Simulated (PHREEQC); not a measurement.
Make-up at 50 °C: 0.0062 mol Mg(NO3)2 and 0.00068 mol H3BO3 per kg of water. Closed to the air; pH follows from the charge balance.

All values are PHREEQC results (ion-association model, phreeqc.dat), not measurements.

Precipitation was switched off in this run.

What pH does the model give?

pH 6.05.

Complexes and solids missing from the database can't appear. Constants without temperature data keep their 25 °C values here.
